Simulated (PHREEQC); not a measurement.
Dissolve 0.073 mol/kgw ZnSO4 and 7e-05 mol/kgw Na2SO4 at 55 °C. Closed to the air; pH follows from the charge balance.

Model: ion-association model, phreeqc.dat, run in PHREEQC.

This is a speciation only: nothing precipitates in the calculation.

**Question.** Order these Zn species by the share of Zn that they hold, largest first: Zn(SO4)2-2, Zn+2, ZnSO4.

**Answer.** Zn+2 (50 %), ZnSO4 (41 %), Zn(SO4)2-2 (8.5 %)

The pH is 5.23 and the ionic strength 0.147 mol/kgw. Away from 25 °C the constants follow the database's enthalpies or fits; those with neither stay at their 25 °C values.
